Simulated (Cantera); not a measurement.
# Fe + H₂O + H₂ + NH₃ (metals in furnace atmospheres)

Feed: 1 mol Fe, 0.065 mol H₂O, 1.5 mol H₂, 3.4 mol NH₃, at 830000 Pa.

These are equilibrium values from Cantera (NASA tables, ideal gas, pure condensed phases), not measurements of a reactor. Candidate condensed phases: Fe, FeO, Fe(OH)₂, Fe(OH)₃, Fe₂O₃, Fe₃O₄, H₂O; 27 gas species. Equilibrium is a limit: real reactors are often held back by kinetics, nucleation or transport.

From 1673 K to 1798 K the condensed part is Fe(δ). From 1823 K to 1898 K the condensed part is Fe(l). The main Fe-bearing gas is Fe throughout.

```
T (K)   x H₂   x N₂    x H₂O       x H     x NH₃  n Fe(δ)  n Fe(l)
-----  -----  -----  -------  --------  --------  -------  -------
1673   0.789  0.203  0.00777   3.51e-5  0.000102    1.000        0
1698   0.789  0.203  0.00777   4.46e-5   9.59e-5    1.000        0
1723   0.789  0.203  0.00777   5.62e-5   9.05e-5    1.000        0
1748   0.789  0.203  0.00777   7.04e-5   8.55e-5    1.000        0
1773   0.789  0.203  0.00777   8.77e-5   8.10e-5    1.000        0
1798   0.789  0.203  0.00777  0.000109   7.68e-5    1.000        0
1823   0.789  0.203  0.00777  0.000134   7.30e-5        0    1.000
1848   0.789  0.203  0.00777  0.000163   6.94e-5        0    1.000
1873   0.789  0.203  0.00777  0.000199   6.61e-5        0    1.000
1898   0.789  0.203  0.00777  0.000241   6.30e-5        0    1.000
```
x: gas mole fraction; n: condensed amount in mol.
